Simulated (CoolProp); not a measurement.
Model: reference Helmholtz-energy equation of state, Lemmon 2006, in CoolProp. It is a short technical equation, of lower accuracy than the large ones.

Q: For CH3F (R41), give the phase and the density (kg/m³), cv (kJ/(kg K)), isothermal compressibility (1/MPa), expansivity (1/kK) at 196.7 K and 57.1 bar; 411.1 K and 85.8 bar.

A: 
- 196.7 K and 57.1 bar: liquid; density 885, cv 1.27, isothermal compressibility 0.00148, expansivity 2.28
- 411.1 K and 85.8 bar: supercritical; density 112, cv 1.21, isothermal compressibility 0.150, expansivity 5.56
